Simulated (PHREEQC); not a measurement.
Solution A (0.012 mol/kgw HF, 0.0004 mol/kgw KF and 0.02 mol/kgw (NH4)2SiF6) is mixed with solution B (0.14 mol/kgw HF and 8.6e-05 mol/kgw NH4HF2) at 20 °C; shares are by mass of water, 1 kg in all. Oxygen alone is held at its pressure in air (log pO2 = -0.68). No CO2 enters from the air. Solids allowed: Quartz. Others were left out.

The numbers come from PHREEQC with the ion-association model, phreeqc.dat.

```json
[
 {"share of solution B": "0", "pH": "2.60", "HF2- (mol/kgw)": "0.000107"},
 {"share of solution B": "0.05", "pH": "2.48", "HF2- (mol/kgw)": "0.000213"},
 {"share of solution B": "0.1", "pH": "2.41", "HF2- (mol/kgw)": "0.000340"},
 {"share of solution B": "0.15", "pH": "2.35", "HF2- (mol/kgw)": "0.000484"},
 {"share of solution B": "0.2", "pH": "2.30", "HF2- (mol/kgw)": "0.000642"},
 {"share of solution B": "0.25", "pH": "2.26", "HF2- (mol/kgw)": "0.000812"},
 {"share of solution B": "0.3", "pH": "2.22", "HF2- (mol/kgw)": "0.000992"},
 {"share of solution B": "0.35", "pH": "2.19", "HF2- (mol/kgw)": "0.00118"},
 {"share of solution B": "0.4", "pH": "2.16", "HF2- (mol/kgw)": "0.00138"},
 {"share of solution B": "0.45", "pH": "2.13", "HF2- (mol/kgw)": "0.00158"},
 {"share of solution B": "0.5", "pH": "2.11", "HF2- (mol/kgw)": "0.00179"},
 {"share of solution B": "0.55", "pH": "2.09", "HF2- (mol/kgw)": "0.00200"},
 {"share of solution B": "0.6", "pH": "2.07", "HF2- (mol/kgw)": "0.00222"},
 {"share of solution B": "0.65", "pH": "2.05", "HF2- (mol/kgw)": "0.00244"},
 {"share of solution B": "0.7", "pH": "2.03", "HF2- (mol/kgw)": "0.00266"},
 {"share of solution B": "0.75", "pH": "2.01", "HF2- (mol/kgw)": "0.00288"},
 {"share of solution B": "0.8", "pH": "2.00", "HF2- (mol/kgw)": "0.00311"},
 {"share of solution B": "0.85", "pH": "1.98", "HF2- (mol/kgw)": "0.00333"},
 {"share of solution B": "0.9", "pH": "1.97", "HF2- (mol/kgw)": "0.00356"},
 {"share of solution B": "0.95", "pH": "1.95", "HF2- (mol/kgw)": "0.00378"},
 {"share of solution B": "1", "pH": "1.94", "HF2- (mol/kgw)": "0.00400"}
]
```

Complexes and solids missing from the database can't appear. SiF6-2 is the database's only silicon fluoride.
